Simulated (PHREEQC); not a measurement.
1 kg of water holding 0.04 mol/kgw NaCl and 0.09 mol/kgw KCl is evaporated at 25 °C; the solids stay in contact with the brine. CO2 from the air is kept out. Solids allowed: Halite, Sylvite. Others were left out.

Base run: PHREEQC, Pitzer model, pitzer.dat. Each further column changes one thing. The table gives water activity.

```csv
H2O removed (mol),base,temperature from 25 to 75 °C,temperature from 25 to 50 °C
0,0.996,0.996,0.996
30.18,0.991,0.991,0.991
46.01,0.976,0.975,0.975
51.94,0.934,0.934,0.934
53.88,0.851,0.848,0.848
54.76,0.783,0.726,0.752
55.23,0.722,0.686,0.704
```

 Constants without temperature data keep their 25 °C values here.
